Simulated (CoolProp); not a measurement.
Computed with CoolProp (reference Helmholtz-energy equation of state, Gao 2022).

### Question
For n-perfluorohexane, give the phase and the density (kg/m³), speed of sound (m/s), expansivity (1/kK), fugacity coefficient at 450 K and 1.81 bar; 450 K and 8.71 bar.

### Answer
- 450 K and 1.81 bar: gas; density 17.0, speed of sound 103, expansivity 2.54, fugacity coefficient 0.964
- 450 K and 8.71 bar: gas; density 98.5, speed of sound 85.4, expansivity 4.85, fugacity coefficient 0.831
